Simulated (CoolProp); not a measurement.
Properties of R236EA along the isotherm 412 K (Tc = 412.4 K, pc = 3.414 MPa, ω = 0.368).

Computed with CoolProp (reference Helmholtz-energy equation of state, Rui 2013).

```
p (MPa)  phase  density (kg/m³)  cp (kJ/(kg K))  speed of sound (m/s)  Joule-Thomson coefficient (K/MPa)  viscosity (µPa s)  conductivity (mW/(m K))
-------  -----  ---------------  --------------  --------------------  ---------------------------------  -----------------  -----------------------
0.0054     gas           0.2398      (withheld)                 154.3                         (withheld)               15.2                     23.0
0.0123     gas           0.5466           1.012            (withheld)                              8.222               15.2                     23.0
0.028      gas            1.246           1.012                 154.0                              8.238               15.2                     23.0
0.0636     gas            2.841           1.014                 153.5                              8.275               15.2                     23.0
0.145      gas            6.532           1.018                 152.4                              8.361               15.2                     23.0
0.33       gas            15.16           1.029            (withheld)                         (withheld)               15.2               (withheld)
0.75       gas            36.18           1.057                 143.6                              9.095               15.4                     23.3
1.71       gas            94.82      (withheld)                 127.1                              10.79               16.0                     24.3
```

Task: Fill in the missing entries.

Result: 
- 0.0054, cp (kJ/(kg K)): 1.011
- 0.0054, Joule-Thomson coefficient (K/MPa): 8.215
- 0.0123, speed of sound (m/s): 154.2
- 0.33, speed of sound (m/s): 149.8
- 0.33, Joule-Thomson coefficient (K/MPa): 8.566
- 0.33, conductivity (mW/(m K)): 23.1
- 1.71, cp (kJ/(kg K)): 1.163

Viscosity comes from a separate model (Huber 2003), an estimate that may be off by 10 % or more. Thermal conductivity comes from a separate model (Huber 2003), an estimate that may be off by 10 % or more.
